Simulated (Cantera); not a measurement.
Input: 1 mol AlCl3, 17 mol N2, a varied amount of H2, at 1075 °C and 13300 Pa.

These are equilibrium values from Cantera (NASA tables, ideal gas, pure condensed phases), not measurements of a reactor. Candidate condensed phases: Al, AlCl3, AlN, NH4Cl; 20 gas species. The tables' values for AlCl2 are old estimates; treat these amounts as uncertain. Equilibrium is a limit: real reactors are often held back by kinetics, nucleation or transport.

x: gas mole fraction; n: condensed amount in mol.

```json
[
 {"n(H2) (mol)": "26", "x H2": "0.567", "x N2": "0.378", "x HCl": "0.0477", "x AlCl3": "0.00676", "x AlCl2": "0.000100", "n AlN(s)": "0.697"},
 {"n(H2) (mol)": "45", "x H2": "0.695", "x N2": "0.263", "x HCl": "0.0382", "x AlCl3": "0.00308", "x AlCl2": "6.31e-5", "n AlN(s)": "0.801"},
 {"n(H2) (mol)": "77", "x H2": "[?]", "x N2": "[?]", "x HCl": "[?]", "x AlCl3": "[?]", "x AlCl2": "3.61e-5", "n AlN(s)": "0.881"},
 {"n(H2) (mol)": "130", "x H2": "0.869", "x N2": "0.112", "x HCl": "0.0190", "x AlCl3": "0.000413", "x AlCl2": "1.91e-5", "n AlN(s)": "0.934"},
 {"n(H2) (mol)": "230", "x H2": "0.922", "x N2": "[?]", "x HCl": "[?]", "x AlCl3": "[?]", "x AlCl2": "8.90e-6", "n AlN(s)": "0.967"},
 {"n(H2) (mol)": "400", "x H2": "0.953", "x N2": "0.0395", "x HCl": "0.00707", "x AlCl3": "3.12e-5", "x AlCl2": "4.06e-6", "n AlN(s)": "0.982"},
 {"n(H2) (mol)": "690", "x H2": "0.972", "x N2": "0.0233", "x HCl": "0.00420", "x AlCl3": "8.30e-6", "x AlCl2": "1.83e-6", "n AlN(s)": "0.989"}
]
```

### Question
What belongs in the gaps?

### Answer

- 230, x N2: 0.0666
- 230, x HCl: 0.0117
- 230, x AlCl3: 0.000115
- 77, x H2: 0.797
- 77, x N2: 0.174
- 77, x HCl: 0.0279
- 77, x AlCl3: 0.00120
